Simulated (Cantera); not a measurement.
A perfectly stirred reactor is fed with 10.4 % CH4, 18.8 % O2, 70.8 % N2, equivalence ratio 1.1, at 4.93 atm; it is adiabatic with a 300 K inlet, and is followed from long to short residence time, starting on the burning branch (τ in s: 0.059, 0.032, 0.018, 0.0097, 0.0053, 0.0029, 0.0016, 0.00086, 0.00047, 0.00026, 0.00014, 7.7e-05).

Cantera simulation using GRI-Mech 3.0 (53 species, 325 reactions); the numbers are that mechanism's predictions, not measurements.

One state of this run: T (K) = 2157; x CH4 = 0.000104; x O2 = 0.00308; x HCO = 8.32e-7; x OH = 0.00311; x CH2O = 1.30e-5; x NO = 0.000333; x CH2 = 3.91e-6. x: mole fraction; the columns are a selection and need not sum to one.

Question: Which value of τ (s) does it belong to?
A) 0.00086
B) 7.7e-5
C) 0.00014
D) 0.018

Answer: A, 0.00086
